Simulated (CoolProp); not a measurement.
The numbers come from the reference Helmholtz-energy equation of state, Lemmon 2006 in CoolProp. It is a short technical equation, of lower accuracy than the large ones.

### Question
For isohexane, give the phase and the cp (kJ/(kg K)), Joule-Thomson coefficient (K/MPa) at 405.1 K and 1.01 bar; 453.4 K and 1.01 bar; 525.8 K and 1.01 bar.

### Answer
- 405.1 K and 1.01 bar: gas; cp 2.17, Joule-Thomson coefficient 15.0
- 453.4 K and 1.01 bar: gas; cp 2.37, Joule-Thomson coefficient 10.1
- 525.8 K and 1.01 bar: gas; cp 2.66, Joule-Thomson coefficient 6.31
